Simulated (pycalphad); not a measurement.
Source of the numbers: pycalphad with the COST 507 light-alloy database (1999); pressure 1 atm. The data set is of 1999 and partly superseded. Phase fractions are per mole of atoms.

Question: Give the equilibrium state of Al-41.9C (at.%) at 900 K.

Answer: AL4C3, fraction 0.978, with 42.9 C at.%; FCC_A1, fraction 0.022, with <0.01 C at.%.

Question: Give the equilibrium state of Al-41.9C (at.%) at 1950 K.

Answer: 
```
T = 1950.00 K, P = 101325 Pa, N = 1 mol of atoms
G = -100979 J/mol, H = 10554 J/mol, S = 57.20 J/(mol K)  (SER reference)
chemical potentials (J/mol): Al -124011, C -69042
phase             fraction      x(Al)       x(C)
AL4C3               0.9770     0.5714     0.4286
LIQUID              0.0230     0.9875     0.0125
```

Database names, with the compositions (at.%) that they take in these runs: AL4C3: Al 57 C 43. FCC_A1 is fcc.
